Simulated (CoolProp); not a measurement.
Aqueous ethylene glycol as a coolant, 56 % by mass, freezing at -44.8 °C, 1 atm.

Model: Melinder's fits for secondary coolants, in CoolProp.

| T (°C) | viscosity (mPa s) | cp (kJ/(kg K)) | density (kg/m³) | Prandtl number |
|---|---|---|---|---|
| -34.1 | 75.9 | 2.838 | 1095 | 631 |
| -23.5 | 35.6 | 2.909 | 1092 | [?] |
| -12.9 | 18.6 | 2.979 | 1088 | [?] |
| -2.4 | 10.7 | [?] | 1084 | 91.6 |
| 8.2 | 6.72 | 3.114 | 1079 | 57.7 |
| 18.8 | 4.53 | 3.178 | 1073 | 39.1 |
| 29.3 | [?] | 3.239 | 1067 | 28.2 |
| 39.9 | 2.46 | 3.298 | 1060 | 21.4 |

**Question.** What belongs in the gaps?

**Answer.** 
- -23.5, Prandtl number: 299
- -12.9, Prandtl number: 157
- -2.4, cp (kJ/(kg K)): 3.047
- 29.3, viscosity (mPa s): 3.26
